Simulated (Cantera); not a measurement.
Adiabatic ignition

An adiabatic, constant-volume homogeneous reactor starts with CH₄ : CO : O₂ : N₂ = 1 : 0.25 : 5.59 : 21 (molar parts), equivalence ratio 0.38, at 1600 K and 100000 Pa.

Cantera simulation using GRI-Mech 3.0 (53 species, 325 reactions); the numbers are that mechanism's predictions, not measurements.

| t (s) | T (K) | P (bar) | x CH₄ | x CO | x O₂ | x C₂H₂ | x O |
|---|---|---|---|---|---|---|---|
| 2.00e-6 | 1600 | 1.000 | 0.0359 | 0.00898 | 0.201 | <1e-12 | 3.59e-8 |
| 4.80e-6 | 1600 | 1.000 | 0.0359 | 0.00898 | 0.201 | <1e-12 | 4.71e-8 |
| 1.15e-5 | 1600 | 1.000 | 0.0359 | 0.00898 | 0.201 | <1e-12 | 5.96e-8 |
| 2.76e-5 | 1600 | 1.000 | 0.0359 | 0.00898 | 0.201 | <1e-12 | 9.44e-8 |
| 6.62e-5 | 1600 | 1.000 | 0.0359 | 0.00898 | 0.201 | 5.56e-11 | 2.19e-7 |
| 0.000159 | 1600 | 1.00 | 0.0356 | 0.00898 | 0.201 | 5.98e-9 | 1.00e-6 |
| 0.000381 | 2148 | 1.38 | 1.25e-10 | 0.0275 | 0.128 | 1.68e-11 | 0.0137 |
| 0.000913 | 2510 | 1.57 | <1e-12 | 0.00373 | 0.122 | <1e-12 | 0.00432 |
| 0.00219 | 2507 | 1.57 | <1e-12 | 0.00364 | 0.121 | <1e-12 | 0.00419 |
| 0.00525 | 2500 | 1.57 | <1e-12 | 0.00355 | 0.119 | <1e-12 | 0.00403 |
| 0.0126 | 2490 | 1.56 | <1e-12 | 0.00341 | 0.117 | <1e-12 | 0.00379 |
| 0.0302 | 2483 | 1.55 | <1e-12 | 0.00332 | 0.115 | <1e-12 | 0.00363 |
| 0.0725 | 2481 | 1.55 | <1e-12 | 0.00330 | 0.114 | <1e-12 | 0.00360 |
| 0.174 | 2481 | 1.55 | <1e-12 | 0.00330 | 0.114 | <1e-12 | 0.00360 |
| 0.417 | 2481 | 1.55 | <1e-12 | 0.00330 | 0.114 | <1e-12 | 0.00360 |
| 1.00 | 2481 | 1.55 | <1e-12 | 0.00330 | 0.114 | <1e-12 | 0.00360 |
x: mole fraction; the columns are a selection and need not sum to one.

time of steepest temperature rise: 0.371 ms
temperature at 1.00 s: 2481 K
equilibrium temperature: 2481 K
x(CH₄) at 1.00 s: <1e-12 (gas-phase equilibrium <1e-12)
x(CO) at 1.00 s: 0.00330 (gas-phase equilibrium 0.00330)
x(O₂) at 1.00 s: 0.114 (gas-phase equilibrium 0.114)
